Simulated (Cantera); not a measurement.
Feed: 1 mol Pb, 0.38 mol CO, 11 mol H2, equilibrated at 677 °C and 130000 Pa.

These are equilibrium values from Cantera (NASA tables, ideal gas, pure condensed phases), not measurements of a reactor. Candidate condensed phases: C, C6H6, C7H8, C8H18, H2O, Pb, PbO, PbO2, Pb3O4; 113 gas species. The numbers say what is thermodynamically allowed, not how fast it happens.

Base state: H2 0.934, CH4 0.0308, H2O 0.0306, CO 0.00437, CO2 0.000256 (mole fractions); condensed: Pb(l).

What changes in the equilibrium state with this change: temperature from 677 °C to 1177 °C?


| species | before | after |
|---|---|---|
| H2 | 0.934 | 0.955 |
| CO | 0.00437 | 0.0324 |
| Pb | 3.87e-6 | 0.0115 |
| CH4 | 0.0308 | 0.000631 |
| H2O | 0.0306 | 0.000623 |
| CO2 | 0.000256 | 8.88e-6 |
| Pb(l), mol | 1.000 | 0.868 |
